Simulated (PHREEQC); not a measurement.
Solution (25 °C): 0.021 mol NaHCO3 and 4.7e-05 mol Na2SO4 per kg of water. Closed to the air; pH follows from the charge balance.

The numbers come from PHREEQC with the ion-association model, phreeqc.dat.

No solid was allowed to form.

**Question.** Predict the pH.

**Answer.** pH 8.18.

**Question.** In which forms is C present?

**Answer.** HCO3- 97 %, CO2 1.3 %, CO3-2 1.0 %, NaHCO3 0.9 % of the C.

Species that the database lacks are ignored.
